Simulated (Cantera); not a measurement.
Cantera run:

```python
import numpy as np
import cantera as ct

gas_names = """
    CL CLO CL2 Cs CsCL CsO CsOH Cs2 Cs2CL2 Cs2O Cs2O2H2 H HCL HOCL HO2 H2 H2O H2O2 O OH O2 O3
""".split()
cond_names = """
    Cs(cr) Cs(L) CsCL(a) CsCL(b) CsCL(L) CsOH(a) CsOH(b) CsOH(c) CsOH(L) H2O(s) H2O(L)
""".split()


def load(file, names, dense=False):
    # The tables refer to 1 bar. Condensed volumes are neglected.
    table = {s.name: s for s in ct.Species.list_from_file(file)}
    out = []
    for n in names:
        d = dict(table[n].input_data)
        d["thermo"] = dict(d["thermo"], **{"reference-pressure": 1e5})
        if dense:
            d["equation-of-state"] = {"model": "constant-volume", "density": "1e6 g/cm^3"}
        out.append(ct.Species.from_dict(d))
    return out


gas = ct.Solution(thermo="ideal-gas", species=load("nasa_gas.yaml", gas_names))
cond = {s.name: ct.Solution(thermo="fixed-stoichiometry", species=[s], name=s.name)
        for s in load("nasa_condensed.yaml", cond_names, dense=True)}
atoms = {
    'CsCl': {'Cs': 1, 'CL': 1},
    'HCl': {'H': 1, 'CL': 1},
    'H2': {'H': 2},
    'O2': {'O': 2},
}
top_T = {}  # K; cautious upper limits of use, not melting points


def equilibrate(T, P, feed):
    n = {}
    for name, mol in feed.items():
        for a, k in atoms[name].items():
            n[a] = n.get(a, 0.0) + k * mol
    gas.TPX = T, P, n
    mass = sum(n.values()) * gas.mean_molecular_weight
    gas.equilibrate("TP")
    valid = [c for c in cond.values() if c.min_temp <= T <= top_T.get(c.name, c.max_temp)]
    mix = ct.Mixture([(gas, mass / gas.mean_molecular_weight)] + [(c, 0.0) for c in valid])
    mix.T, mix.P = T, P
    mix.equilibrate("TP", solver="vcs", rtol=1e-11, max_steps=5000)
    return mix


results = []
feed = {'CsCl': 1, 'HCl': 1.6, 'H2': 0.13, 'O2': 0.25}  # mol
P = 62  # Pa
for T in [973, 1073, 1173, 1273, 1373, 1473, 1573, 1673, 1773, 1873, 1973]:
    mix = equilibrate(T, P, feed)
    results.append((T, P, feed, dict(zip(mix.species_names, mix.species_moles))))
    x = sorted(zip(gas.X, gas.species_names), reverse=True)
    print(f"T = {T:g} K  P = {P:g} Pa  gas = {mix.phase_moles(0):.4g} mol")
    print("   x: " + "  ".join(f"{s} {v:.3e}" for v, s in x if v > 1e-05))
    print("   condensed (mol): " + ("  ".join(f"{mix.phase(i).name} {mix.phase_moles(i):.4g}"
          for i in range(1, mix.n_phases) if mix.phase_moles(i) > 1e-12) or "none"))
```

Result:

```
T = 973 K  P = 62 Pa  gas = 2.753 mol
   x: HCL 5.543e-01  CsCL 2.581e-01  H2O 6.060e-02  O2 6.049e-02  Cs2CL2 5.255e-02  CL2 1.280e-02  CL 1.166e-03
   condensed (mol): none
T = 1073 K  P = 62 Pa  gas = 2.875 mol
   x: HCL 5.391e-01  CsCL 3.253e-01  O2 6.001e-02  H2O 5.387e-02  Cs2CL2 1.122e-02  CL2 6.866e-03  CL 3.579e-03
   condensed (mol): none
T = 1173 K  P = 62 Pa  gas = 2.909 mol
   x: HCL 5.334e-01  CsCL 3.391e-01  O2 5.945e-02  H2O 5.297e-02  CL 8.839e-03  CL2 3.861e-03  Cs2CL2 2.321e-03
   condensed (mol): none
T = 1273 K  P = 62 Pa  gas = 2.923 mol
   x: HCL 5.248e-01  CsCL 3.409e-01  O2 5.765e-02  H2O 5.569e-02  CL 1.814e-02  CL2 2.167e-03  Cs2CL2 5.824e-04  OH 2.611e-05
   condensed (mol): none
T = 1373 K  P = 62 Pa  gas = 2.936 mol
   x: HCL 5.105e-01  CsCL 3.402e-01  H2O 6.141e-02  O2 5.439e-02  CL 3.196e-02  CL2 1.198e-03  Cs2CL2 1.772e-04  OH 8.283e-05
   condensed (mol): none
T = 1473 K  P = 62 Pa  gas = 2.951 mol
   x: HCL 4.909e-01  CsCL 3.387e-01  H2O 6.955e-02  CL 4.994e-02  O2 4.981e-02  CL2 6.559e-04  OH 2.271e-04  Cs2CL2 6.330e-05  O 2.502e-05  H2 1.639e-05
   condensed (mol): none
T = 1573 K  P = 62 Pa  gas = 2.968 mol
   x: HCL 4.673e-01  CsCL 3.369e-01  H2O 7.936e-02  CL 7.110e-02  O2 4.423e-02  OH 5.485e-04  CL2 3.595e-04  O 8.822e-05  H2 7.276e-05  Cs2CL2 2.576e-05  H 1.393e-05
   condensed (mol): none
T = 1673 K  P = 62 Pa  gas = 2.987 mol
   x: HCL 4.411e-01  CsCL 3.348e-01  CL 9.422e-02  H2O 8.992e-02  O2 3.801e-02  OH 1.183e-03  H2 2.795e-04  O 2.617e-04  CL2 1.991e-04  H 7.647e-05  Cs2CL2 1.167e-05
   condensed (mol): none
T = 1773 K  P = 62 Pa  gas = 3.009 mol
   x: HCL 4.135e-01  CsCL 3.323e-01  CL 1.181e-01  H2O 1.001e-01  O2 3.154e-02  OH 2.306e-03  H2 9.443e-04  O 6.697e-04  H 3.511e-04  CL2 1.122e-04  Cs 2.836e-05  CsOH 2.028e-05
   condensed (mol): none
T = 1873 K  P = 62 Pa  gas = 3.036 mol
   x: HCL 3.849e-01  CsCL 3.292e-01  CL 1.421e-01  H2O 1.083e-01  O2 2.538e-02  OH 4.098e-03  H2 2.828e-03  O 1.512e-03  H 1.378e-03  Cs 1.171e-04  CL2 6.481e-05  CsOH 3.887e-05
   condensed (mol): none
T = 1973 K  P = 62 Pa  gas = 3.076 mol
   x: HCL 3.541e-01  CsCL 3.246e-01  CL 1.665e-01  H2O 1.121e-01  O2 2.026e-02  H2 7.423e-03  OH 6.696e-03  H 4.669e-03  O 3.100e-03  Cs 4.200e-04  CsOH 6.829e-05  CL2 3.890e-05
   condensed (mol): none
```

Cantera equilibrium calculation (NASA polynomials, part measured and part estimated; ideal gas, pure solids and liquids).
